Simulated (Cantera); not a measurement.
## Pyrogenic steam for wet oxidation

An isothermal, constant-pressure homogeneous reactor starts with 14.2 % H2, 29.6 % O2, 56.2 % N2, at 1173 K and 0.987 atm.

Computed with Cantera and GRI-Mech 3.0 (53 species, 325 reactions). The temperature is held fixed by assumption; the heat of reaction is taken as removed at once.

```json
[
 {"t (s)": "0.000200", "x H2": "0.00142", "x O2": "0.242", "x NO": "1.36e-6", "x NO2": "5.86e-8", "x H2O": "0.151", "x H2O2": "6.20e-6", "x OH": "0.000270"},
 {"t (s)": "0.000485", "x H2": "0.000482", "x O2": "0.242", "x NO": "1.30e-6", "x NO2": "1.24e-7", "x H2O": "0.152", "x H2O2": "2.32e-6", "x OH": "0.000120"},
 {"t (s)": "0.00118", "x H2": "0.000134", "x O2": "0.242", "x NO": "1.24e-6", "x NO2": "1.77e-7", "x H2O": "0.153", "x H2O2": "6.62e-7", "x OH": "6.56e-5"},
 {"t (s)": "0.00285", "x H2": "2.39e-5", "x O2": "0.242", "x NO": "1.24e-6", "x NO2": "1.76e-7", "x H2O": "0.153", "x H2O2": "2.04e-7", "x OH": "3.78e-5"},
 {"t (s)": "0.00691", "x H2": "2.28e-6", "x O2": "0.242", "x NO": "1.30e-6", "x NO2": "1.19e-7", "x H2O": "0.153", "x H2O2": "7.26e-8", "x OH": "2.15e-5"},
 {"t (s)": "0.0168", "x H2": "1.19e-7", "x O2": "0.242", "x NO": "1.36e-6", "x NO2": "5.88e-8", "x H2O": "0.153", "x H2O2": "2.67e-8", "x OH": "1.25e-5"},
 {"t (s)": "0.0406", "x H2": "1.39e-8", "x O2": "0.242", "x NO": "1.39e-6", "x NO2": "2.63e-8", "x H2O": "0.153", "x H2O2": "1.05e-8", "x OH": "7.57e-6"},
 {"t (s)": "0.0985", "x H2": "5.22e-9", "x O2": "0.242", "x NO": "1.40e-6", "x NO2": "1.67e-8", "x H2O": "0.153", "x H2O2": "4.42e-9", "x OH": "4.82e-6"},
 {"t (s)": "0.239", "x H2": "2.79e-9", "x O2": "0.242", "x NO": "1.40e-6", "x NO2": "2.01e-8", "x H2O": "0.153", "x H2O2": "2.15e-9", "x OH": "3.31e-6"},
 {"t (s)": "0.579", "x H2": "2.28e-9", "x O2": "0.242", "x NO": "1.39e-6", "x NO2": "2.71e-8", "x H2O": "0.153", "x H2O2": "1.49e-9", "x OH": "2.72e-6"},
 {"t (s)": "1.40", "x H2": "2.24e-9", "x O2": "0.242", "x NO": "1.39e-6", "x NO2": "2.87e-8", "x H2O": "0.153", "x H2O2": "1.41e-9", "x OH": "2.65e-6"},
 {"t (s)": "3.40", "x H2": "2.24e-9", "x O2": "0.242", "x NO": "1.39e-6", "x NO2": "2.87e-8", "x H2O": "0.153", "x H2O2": "1.41e-9", "x OH": "2.65e-6"},
 {"t (s)": "8.25", "x H2": "2.24e-9", "x O2": "0.242", "x NO": "1.39e-6", "x NO2": "2.87e-8", "x H2O": "0.153", "x H2O2": "1.41e-9", "x OH": "2.64e-6"},
 {"t (s)": "20.0", "x H2": "2.24e-9", "x O2": "0.242", "x NO": "1.39e-6", "x NO2": "2.88e-8", "x H2O": "0.153", "x H2O2": "1.41e-9", "x OH": "2.64e-6"}
]
```
x: mole fraction; the columns are a selection and need not sum to one.

Equilibrium at this temperature and pressure: H2 2.24e-9, O2 0.242, NO 0.000150, NO2 3.09e-6, H2O 0.153, H2O2 1.41e-9, OH 2.64e-6 (gas phase only).
